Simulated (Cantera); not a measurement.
A closed system holds: 1 mol AlN, a varied amount of H2, 0.45 mol N2, at 100 Pa.

Method: chemical equilibrium by Gibbs-energy minimisation in Cantera with the NASA 1993 tables (ideal gas, pure condensed phases). Candidate condensed phases: Al, AlN; 13 gas species. Rates play no part.

Stable condensed phases, one row left out:

```
T in °C \ n(H2) in mol
          71  90 110 140 180 230 280 360 450 570 720 910
   1650    A   A   A   A   A   A   A   A   A   A   A   A
   1575    A   A   A   A   A   A   A   A   A   A   A   A
   1500    A   A   A   A   A   A   A   A   A   A   A   A
   1425    B   B   B   A   A   A   A   A   A   A   A   A
   1350    B   B   B   B   B   B   B   B   B   A   A   A
   1200    B   B   B   B   B   B   B   B   B   B   B   B
   1125    B   B   B   B   B   B   B   B   B   B   B   B
   1050    B   B   B   B   B   B   B   B   B   B   B   B
    975    B   B   B   B   B   B   B   B   B   B   B   B
    900    B   B   B   B   B   B   B   B   B   B   B   B
```

A: gas only; B: AlN.

Give the row for 1275 °C.

71: AlN; 90: AlN; 110: AlN; 140: AlN; 180: AlN; 230: AlN; 280: AlN; 360: AlN; 450: AlN; 570: AlN; 720: AlN; 910: AlN.
